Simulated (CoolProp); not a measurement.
Vapour-liquid equilibrium of R125 (1) + fluoroethane (R161) (2) at 0.00901 MPa; x and y are mole fractions of (1).

The numbers come from the multi-fluid Helmholtz-energy mixture model, Lemmon 2005 and Wu 2012; pair parameters Bell 2016 in CoolProp.

```json
[
 {"x": "0.05", "bubble temperature, mixture model (K)": "193.3", "bubble temperature, Raoult's law (K)": "193.1", "y, mixture model": "0.076", "y, Raoult's law": "0.086"},
 {"x": "0.15", "bubble temperature, mixture model (K)": "192.4", "bubble temperature, Raoult's law (K)": "192.1", "y, mixture model": "0.235", "y, Raoult's law": "0.239"},
 {"x": "0.25", "bubble temperature, mixture model (K)": "191.3", "bubble temperature, Raoult's law (K)": "191.2", "y, mixture model": "0.388", "y, Raoult's law": "0.373"},
 {"x": "0.35", "bubble temperature, mixture model (K)": "190.1", "bubble temperature, Raoult's law (K)": "190.3", "y, mixture model": "0.520", "y, Raoult's law": "0.491"},
 {"x": "0.45", "bubble temperature, mixture model (K)": "189.1", "bubble temperature, Raoult's law (K)": "189.5", "y, mixture model": "0.628", "y, Raoult's law": "0.595"},
 {"x": "0.55", "bubble temperature, mixture model (K)": "188.2", "bubble temperature, Raoult's law (K)": "188.8", "y, mixture model": "0.714", "y, Raoult's law": "0.687"},
 {"x": "0.65", "bubble temperature, mixture model (K)": "187.4", "bubble temperature, Raoult's law (K)": "188.1", "y, mixture model": "0.784", "y, Raoult's law": "0.770"},
 {"x": "0.75", "bubble temperature, mixture model (K)": "186.8", "bubble temperature, Raoult's law (K)": "187.4", "y, mixture model": "0.844", "y, Raoult's law": "0.844"},
 {"x": "0.85", "bubble temperature, mixture model (K)": "186.4", "bubble temperature, Raoult's law (K)": "186.7", "y, mixture model": "0.901", "y, Raoult's law": "0.911"},
 {"x": "0.95", "bubble temperature, mixture model (K)": "186.0", "bubble temperature, Raoult's law (K)": "186.1", "y, mixture model": "0.963", "y, Raoult's law": "0.972"}
]
```

The largest gap from Raoult's law is -0.7 K in bubble temperature, at x = 0.65. No azeotrope shows between x = 0.05 and 0.95.

The pair parameters rest on a limited set of measurements; away from them the model extrapolates. The gap from Raoult's law changes sign with composition, which may be real or a fault of the pair parameters; it wasn't checked against measurements.
